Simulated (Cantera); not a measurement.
Mixture: 37.1 % H2, 13.2 % O2, 49.7 % N2, at 1.90 bar, adiabatic and at constant volume. Ignition delay is the time to a rise of 400 K.

Cantera simulation using the H2/O2 subset of GRI-Mech 3.0, which has no nitrogen chemistry; the numbers are that mechanism's predictions, not measurements.

### Question
Predict: delay at 975 K; delay at 1075 K; delay at 1175 K; delay at 1275 K; delay at 1375 K; delay at 1475 K; delay at 1575 K.

### Answer
| Property | Result |
|---|---|
| delay at 975 K | 13.9 ms |
| delay at 1075 K | 92.5 µs |
| delay at 1175 K | 31.1 µs |
| delay at 1275 K | 17.1 µs |
| delay at 1375 K | 11.0 µs |
| delay at 1475 K | 7.90 µs |
| delay at 1575 K | 6.11 µs |
